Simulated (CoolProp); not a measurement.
A simple Rankine cycle with R142b: condensing at 294.15 K, boiler at 2.01 MPa, turbine inlet 469 K, turbine efficiency 0.9, pump efficiency 0.8, no recuperator. Each further row changes one setting.

Values from CoolProp's reference Helmholtz-energy equation of state, Lemmon 2006. It is a short technical equation, of lower accuracy than the large ones.

```
case                             thermal efficiency (%)  net work (kJ/kg)  heat in (kJ/kg)  turbine exit temperature (K)  volume ratio over the turbine
-------------------------------  ----------------------  ----------------  ---------------  ----------------------------  -----------------------------
as stated                                          15.3              55.4              363                         401.6                           6.34
condensing temperature 286.15 K                    16.8              62.7              373                         393.5                           8.11
boiler pressure 1.41 MPa                           12.8              47.1              368                         415.3                           4.44
turbine efficiency 0.8                             13.5              49.0              363                         407.8                           6.45
```
